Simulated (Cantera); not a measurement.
Feed: 1 mol SiCl4, 0.71 mol H2, 0.6 mol HCl, held at 550 K and 12000 Torr.

These are equilibrium values from Cantera (NASA tables, ideal gas, pure condensed phases), not measurements of a reactor. Candidate condensed phases: Si; 19 gas species. Equilibrium is a limit: real reactors are often held back by kinetics, nucleation or transport.

Base state: SiCl4 0.433, H2 0.307, HCl 0.260 (mole fractions); condensed: gas only.

What changes in the equilibrium state with this change: temperature from 550 K to 1348 K?


| species | before | after |
|---|---|---|
| SiCl4 | 0.433 | 0.404 |
| HCl | 0.260 | 0.287 |
| H2 | 0.307 | 0.281 |
| SiHCl3 | 3.88e-6 | 0.0224 |
| SiCl3 | <1e-9 | 0.00499 |
| SiCl2 | <1e-9 | 0.000309 |
| SiH2Cl2 | <1e-9 | 0.000181 |
The tables' values for SiCl3 are old estimates; treat these amounts as uncertain.

What changes in the equilibrium state with this change: temperature from 550 K to 1325 K?


```json
[
 {"species": "SiCl4", "before": "0.433", "after": "0.407"},
 {"species": "HCl", "before": "0.260", "after": "0.285"},
 {"species": "H2", "before": "0.307", "after": "0.283"},
 {"species": "SiHCl3", "before": "3.88e-6", "after": "0.0208"},
 {"species": "SiCl3", "before": "<1e-9", "after": "0.00391"},
 {"species": "SiCl2", "before": "<1e-9", "after": "0.000204"}
]
```
The tables' values for SiCl3 are old estimates; treat these amounts as uncertain.

What changes in the equilibrium state with this change: SiCl4 replaced by Si?


```csv
species,before,after
H2,0.307,0.842
SiHCl3,3.88e-6,0.0911
SiCl4,0.433,0.0614
HCl,0.260,4.30e-6
SiH2Cl2,<1e-9,0.00570
SiH3Cl,<1e-9,6.57e-5
"Si(s), mol",0,0.821
```
